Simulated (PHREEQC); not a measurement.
Make-up at 5 °C: 0.15 mol/kgw H2SO4, 9.1e-05 mol/kgw Al2(SO4)3 and 0.0041 mol/kgw NaHCO3. Closed to the air; pH follows from the charge balance.

Equilibrium calculation in PHREEQC: ion-association model, phreeqc.dat.

Precipitation was switched off in this run.

Task: Order these Al species by the share of Al that they hold, largest first: Al(SO4)2-, AlSO4+, AlHSO4+2, Al+3.

Result: AlSO4+ (65 %), Al(SO4)2- (18 %), Al+3 (16 %), AlHSO4+2 (1.7 %)

The pH is 0.85 and the ionic strength 0.215 mol/kgw. Constants without temperature data keep their 25 °C values here.
